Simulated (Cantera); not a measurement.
Feed: 1 mol PbO, 2.7 mol CO, 2.8 mol N2, equilibrated at 1852 °C and 73.0 Pa.

Method: chemical equilibrium by Gibbs-energy minimisation in Cantera with the NASA 1993 tables (ideal gas, pure condensed phases). Candidate condensed phases: C, Pb, PbO, PbO2, Pb3O4; 27 gas species. The numbers say what is thermodynamically allowed, not how fast it happens.

Base state: N2 0.426, CO 0.275, Pb 0.150, CO2 0.136, O2 0.00419, O 0.00396, PbO 0.00262, NO 0.00110 (mole fractions); condensed: gas only.

Question: What changes in the equilibrium state with this change: temperature from 1852 °C to 725 °C?

Answer: 
```
species      before    after
----------  -------  -------
N2            0.426    0.498
CO            0.275    0.303
CO2           0.136    0.178
Pb            0.150   0.0213
O2          0.00419    <1e-9
O           0.00396    <1e-9
NO          0.00110    <1e-9
PbO         0.00262  2.33e-8
Pb(l), mol        0    0.880
```
